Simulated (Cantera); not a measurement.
Charge: 1 mol Si2Cl6, 1.5 mol N2, a varied amount of H2, equilibrated at 1823.15 K and 0.000110 bar.

Cantera equilibrium calculation (NASA polynomials, part measured and part estimated; ideal gas, pure solids and liquids). Candidate condensed phases: NH4Cl, Si, Si3N4; 28 gas species. The feed counts by its element totals alone. The tables' values for SiCl, SiCl3, SiN are old estimates; treat these amounts as uncertain. Gases not in the tables: Si2H6 and higher silanes. The numbers say what is thermodynamically allowed, not how fast it happens.

### Question
At 16 mol H2, list the 5 most abundant gas species with their mole fractions, and the condensed phases.

### Answer
H2 0.654, HCl 0.145, N2 0.0696, SiCl2 0.0623, H 0.0334. Condensed: gas only.
